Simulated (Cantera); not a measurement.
Feed: 1 mol Cr2O3, 1.4 mol H2, 8.3 mol H2O, held at 1677 °C and 0.110 bar.

Cantera equilibrium calculation (NASA polynomials, part measured and part estimated; ideal gas, pure solids and liquids). Candidate condensed phases: Cr, Cr2O3, H2O; 13 gas species. The numbers say what is thermodynamically allowed, not how fast it happens.

Base state: H2O 0.854, H2 0.144, H 0.00131, OH 0.000707, O2 1.23e-5 (mole fractions); condensed: Cr2O3(s).

### Question
What changes in the equilibrium state with this change: pressure from 0.110 bar to 0.000170 bar?

### Answer
| species | before | after |
|---|---|---|
| H2O | 0.854 | 0.790 |
| H2 | 0.144 | 0.146 |
| H | 0.00131 | 0.0336 |
| OH | 0.000707 | 0.0165 |
| CrO2 | 4.51e-6 | 0.00279 |
| Cr | 5.49e-7 | 0.000409 |
| CrO | 2.08e-6 | 0.00141 |
| O | 4.77e-6 | 0.00281 |
| Cr2O3(s), mol | 1.000 | 0.977 |

### Question
What changes in the equilibrium state with this change: temperature from 1677 °C to 1377 °C?

### Answer
```
species          before     after
-------------  --------  --------
H2O               0.854     0.856
H2                0.144     0.144
H               0.00131  0.000104
OH             0.000707   2.79e-5
O2              1.23e-5   4.40e-8
Cr2O3(s), mol     1.000      1.00
```
